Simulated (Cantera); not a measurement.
A Cantera script and its output.

```python
import numpy as np
import cantera as ct

gas = ct.Solution("gri30.yaml")
gas.TPX = 1125, 150000, {'CO': 0.0028, 'O2': 0.059, 'H2O': 0.00012, 'N2': 1}
reactor = ct.IdealGasConstPressureReactor(gas, energy="off", clone=False)
net = ct.ReactorNet([reactor])
net.rtol, net.atol = 1e-08, 1e-18
show = ['CO', 'O2', 'H2O', 'HO2', 'OH', 'H2', 'NO']
times = np.geomspace(2e-05, 200, 14)

steps = ct.SolutionArray(gas, extra=["t"])
rows = []
print(f"{'t/s':>10s}{'T/K':>9s}{'P/Pa':>11s}" + "".join(f"{s:>11s}" for s in show))
for t in times:
    while net.time < t:
        t_next = net.step()
        steps.append(gas.state, t=t_next)
    rows.append([np.interp(t, steps.t, y) for y in (steps.T, steps.P, *steps(*show).X.T)])
    print(f"{t:10.3e}{rows[-1][0]:9.1f}{rows[-1][1]:11.4g}" + "".join(f"{x:11.3e}" for x in rows[-1][2:]))
rate = np.gradient(steps.T, steps.t)
print("integrator steps:", len(steps.t))
if steps.T.max() > steps.T[0] + 200:
    print(f"time of steepest temperature rise: {steps.t[rate.argmax()]:.4e} s")
gas.TPX = 1125, 150000, {'CO': 0.0028, 'O2': 0.059, 'H2O': 0.00012, 'N2': 1}
gas.equilibrate("TP")
print(f"equilibrium (TP): T = {gas.T:.1f} K  " + "  ".join(f"{s} {gas[s].X[0]:.3e}" for s in show))
```

It prints:

```
       t/s      T/K       P/Pa         CO         O2        H2O        HO2         OH         H2         NO
 2.000e-05   1125.0    1.5e+05  2.637e-03  5.556e-02  1.130e-04  1.135e-14  2.986e-14  1.516e-19  3.858e-21
 6.910e-05   1125.0    1.5e+05  2.637e-03  5.556e-02  1.130e-04  5.741e-14  2.488e-13  5.938e-18  4.873e-20
 2.388e-04   1125.0    1.5e+05  2.637e-03  5.556e-02  1.130e-04  8.360e-13  2.185e-12  2.107e-16  5.882e-19
 8.249e-04   1125.0    1.5e+05  2.637e-03  5.556e-02  1.130e-04  1.911e-11  1.491e-11  5.737e-15  6.968e-18
 2.850e-03   1125.0    1.5e+05  2.637e-03  5.556e-02  1.130e-04  3.183e-10  7.390e-11  1.097e-13  8.189e-17
 9.848e-03   1125.0    1.5e+05  2.637e-03  5.556e-02  1.130e-04  4.068e-09  4.045e-10  2.076e-12  1.087e-15
 3.403e-02   1125.0    1.5e+05  2.636e-03  5.556e-02  1.130e-04  7.283e-08  6.324e-09  1.394e-10  7.043e-14
 1.176e-01   1125.0    1.5e+05  2.271e-03  5.538e-02  1.121e-04  7.239e-07  6.913e-07  1.799e-07  2.330e-09
 4.062e-01   1125.0    1.5e+05  9.709e-04  5.477e-02  1.125e-04  4.806e-07  5.729e-07  7.961e-08  5.999e-08
 1.403e+00   1125.0    1.5e+05  1.532e-04  5.438e-02  1.129e-04  1.804e-07  3.163e-07  1.067e-08  1.895e-07
 4.849e+00   1125.0    1.5e+05  7.964e-06  5.432e-02  1.131e-04  2.592e-08  1.466e-07  3.626e-10  2.538e-07
 1.675e+01   1125.0    1.5e+05  7.674e-08  5.431e-02  1.131e-04  1.151e-09  6.808e-08  1.050e-11  2.878e-07
 5.789e+01   1125.0    1.5e+05  9.826e-11  5.431e-02  1.131e-04  1.258e-10  2.858e-08  1.554e-12  2.969e-07
 2.000e+02   1125.0    1.5e+05  2.469e-11  5.431e-02  1.131e-04  7.438e-11  2.195e-08  9.618e-13  2.980e-07
integrator steps: 1368
equilibrium (TP): T = 1125.0 K  CO 2.469e-11  O2 5.428e-02  H2O 1.131e-04  HO2 7.435e-11  OH 2.195e-08  H2 9.620e-13  NO 5.936e-05
```

Detailed kinetics in Cantera: GRI-Mech 3.0 (53 species, 325 reactions).
